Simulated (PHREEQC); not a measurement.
1.4 g of hydrous ferric oxide (600 m²/g; 0.2 weak and 0.005 strong sites per Fe, Dzombak-Morel constants, diffuse double layer) in 1 kg of water with 0.001 mol/kgw of an inert sodium salt and 0.0071 mol CaCl2, 0.00055 mol MgCl2 and 0.0012 mol CuSO4, at 25 °C; the pH is set by adding NaOH or the inert anion's acid. O2 is buffered at 0.21 atm. The system is closed to CO2. No solid was allowed to form.

Computed with PHREEQC (ion-association model, wateq4f.dat).

Problem. Predict Cu sorbed (%) at pH = 3, 3.5.

Solution. 
```
pH   Cu sorbed (%)
---  -------------
3              0.2
3.5            1.5
```

Along this series the solution becomes supersaturated in solids that the run did not let form, among them Cu(OH)2, Brochantite, Atacamite. The database's constant for dissolved Cu(OH)2 is higher than later reviews accept. The oxide is taken as insoluble; below pH 4 it would dissolve.
